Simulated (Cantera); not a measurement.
**Reactions in the system H-I-Pb**

Cantera with NASA thermochemical tables; ideal gases at 1 bar, condensed phases pure. Values are per mole of reaction as written; species without (g) are pure solids or liquids, kept so even where they would boil at 1 bar.

2 HI(g) + Pb = H2(g) + PbI2(g)

| T (K) | ΔH° (kJ) | ΔS° (J/K) | ΔG° (kJ) | log10 K |
|---|---|---|---|---|
| 1148 | -64.2 | 0.3 | -64.6 | 2.94 |
| 1223 | -64.8 | -0.2 | -64.6 | 2.76 |
| 1298 | -65.4 | -0.7 | -64.6 | 2.60 |
| 1373 | -66.1 | -1.1 | -64.5 | 2.45 |
| 1448 | -66.7 | -1.6 | -64.4 | 2.32 |
| 1523 | -67.3 | -2.0 | -64.2 | 2.20 |
| 1598 | -68.0 | -2.5 | -64.1 | 2.09 |
| 1673 | -68.7 | -2.9 | -63.9 | 1.99 |
| 1748 | -69.3 | -3.3 | -63.6 | 1.90 |
| 1823 | -70.0 | -3.6 | -63.4 | 1.82 |
| 1898 | -70.7 | -4.0 | -63.1 | 1.74 |
